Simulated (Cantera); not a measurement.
Charge: 1 mol Si, 0.12 mol N₂O, 810 mol H₂, 0.00013 mol Cl₂, equilibrated at 255 Torr.

Method: chemical equilibrium by Gibbs-energy minimisation in Cantera with the NASA 1993 tables (ideal gas, pure condensed phases). Candidate condensed phases: H₂O, NH₄Cl, Si, SiO₂, Si₂N₂O, Si₃N₄; 47 gas species. Mutual solubility and eutectic melting of coexisting phases are not modelled. Gases not in the tables: Si₂H₆ and higher silanes. Kinetics and transport are ignored.

log p: log10 of the partial pressure in bar; n: condensed amount in mol.

```csv
T (°C),log p H₂,log p H,log p Si,log p SiH₂,log p SiH,log p N₂,log p SiO,n Si(s),n Si₂N₂O(s),n Si(l)
825,-0.47,-7.84,<-12,-9.37,-12.41,-10.96,-9.99,0.760,0.120,0
975,-0.47,-6.56,-11.11,-7.99,-10.30,-8.13,-8.07,0.760,0.120,0
1125,-0.47,?,?,?,?,?,?,0.761,0.119,0
1275,-0.47,-4.75,-7.50,-6.03,-7.31,-4.75,-4.75,0.800,0.0775,0
1425,-0.47,-4.07,-6.18,-5.32,-6.22,-4.30,-4.30,0,0,0.865
1575,-0.47,?,?,?,?,-4.30,-4.30,0,0,0.822
1725,-0.47,-3.03,-4.37,-4.45,-4.77,-4.30,-4.30,0,0,0.649
1875,-0.47,-2.62,-3.66,-4.11,-4.21,-4.30,-4.30,0,0,0
```

Q: Complete the blanks.

A: 
- 1575, log p H: -3.51
- 1575, log p Si: -5.20
- 1575, log p SiH₂: -4.85
- 1575, log p SiH: -5.44
- 1125, log p H: -5.56
- 1125, log p Si: -9.11
- 1125, log p SiH₂: -6.91
- 1125, log p SiH: -8.64
- 1125, log p N₂: -6.24
- 1125, log p SiO: -6.24
